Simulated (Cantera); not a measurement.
Premixed flame

A freely propagating, adiabatic, planar premixed flame of 40.3 % H₂, 12.6 % O₂, 47.1 % N₂, unburnt at 450 K and 0.681 atm; mixture-averaged transport, grid criteria slope 0.08 and curve 0.16, no radiation.

Detailed kinetics in Cantera: the H2/O2 subset of GRI-Mech 3.0, which has no nitrogen chemistry. Burning velocities carry a grid error of a few per cent, more on coarse grids.

```
z (mm)  T (K)  u (m/s)   x H₂      x O₂       x O   x H₂O₂     x H₂O      x H
------  -----  -------  -----  --------  --------  -------  --------  -------
-1.96     450     5.51  0.403     0.126     <1e-8    <1e-8     <1e-8    <1e-8
-1.31     450     5.51  0.403     0.126     <1e-8    <1e-8     <1e-8    <1e-8
-0.980    450     5.51  0.403     0.126     <1e-8    <1e-8     <1e-8    <1e-8
-0.653    450     5.51  0.403     0.126     <1e-8    <1e-8   3.62e-8    <1e-8
-0.327    463     5.64  0.400     0.126   3.65e-6  4.24e-6  0.000324  5.29e-5
-0.163    715     8.51  0.366     0.120  0.000234  2.93e-5    0.0200  0.00725
0        1168     13.5  0.257    0.0812   0.00389  2.34e-6     0.106   0.0498
0.163    1466     16.7  0.156    0.0228   0.00593  1.43e-6     0.216   0.0876
0.327    1595     18.1  0.134   0.00675   0.00465  9.70e-7     0.248   0.0907
0.653    1721     19.3  0.136   0.00330   0.00377  6.02e-7     0.256   0.0789
1.31     1856     20.6  0.143   0.00230   0.00286  3.27e-7     0.261   0.0628
2.61     1988     21.9  0.150   0.00144   0.00185  1.68e-7     0.267   0.0468
5.23     2104     23.0  0.156  0.000773   0.00103  8.74e-8     0.273   0.0328
```
x: mole fraction of selected species; z is measured from the peak of heat release.

```yaml
laminar_burning_velocity: 551 cm/s
thermal_thickness: 0.653 mm
peak x(O): 0.00613
peak x(H₂O₂): 3.29e-5
peak x(H): 0.0917
grid_points: 129
```
